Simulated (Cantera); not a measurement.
A closed system holds: 1 mol MgCO3, 0.11 mol H2S, 1.3 mol CO2, 0.14 mol SO2, held at 1623 K and 64.0 mbar.

These are equilibrium values from Cantera (NASA tables, ideal gas, pure condensed phases), not measurements of a reactor. Candidate condensed phases: C, C6H6, C7H8, C8H18, H2O, H2SO4, Mg, MgCO3, MgO, Mg(OH)2, MgS, MgSO4, S; 130 gas species. Kinetics and transport are ignored.

Base state: CO2 0.745, CO 0.120, SO2 0.0924, H2O 0.0393, H2 0.00204, SO 0.00122, S2 0.000159, COS 2.72e-5 (mole fractions); condensed: MgO(s).

Q: What changes in the equilibrium state with this change: temperature from 1623 K to 1848 K?

A: 
```tsv
species	before	after
CO2	0.745	0.743
CO	0.120	0.121
SO2	0.0924	0.0924
H2	0.00204	0.00161
H2O	0.0393	0.0396
O2	4.34e-7	6.57e-5
S2	0.000159	4.70e-6
H2S	1.36e-5	8.15e-7
MgO(s), mol	1.00	1.000
```
